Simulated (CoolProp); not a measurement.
R410A along the isotherm 226.85 °C: density (kg/m³) from the reference equation and from simpler models built on Tc = 71.3 °C, pc = 49.01 bar, ω = 0.296; each cubic takes its own stable root.

Model: reference Helmholtz-energy equation of state, Lemmon 2003, in CoolProp. It is a pseudo-pure fit of the blend.

```
p (bar)          phase  reference
-------  -------------  ---------
1.55               gas      2.714
2.27               gas      3.980
3.34               gas      5.868
4.9                gas      8.634
7.19               gas      12.72
10.6               gas      18.88
15.5               gas      27.85
22.7               gas      41.34
33.4               gas      62.03
49                 gas      93.62
71.9     supercritical      143.0
106      supercritical      222.2
155      supercritical      340.8
227      supercritical      496.3
334      supercritical      659.4
490      supercritical      800.9
```

Task: How far does each simpler model (ideal gas, van der Waals, Peng-Robinson) lie from the reference over these 16 states: mean and median of the absolute difference, and the worst?

Result: 
- ideal gas: mean 7.2 %, median 5.1 %, worst -20.6 % at 226.85 °C and 155 bar
- van der Waals: mean 4.4 %, median 1.8 %, worst -19.7 % at 226.85 °C and 490 bar
- Peng-Robinson: mean 1.8 %, median 0.2 %, worst -7.3 % at 226.85 °C and 334 bar
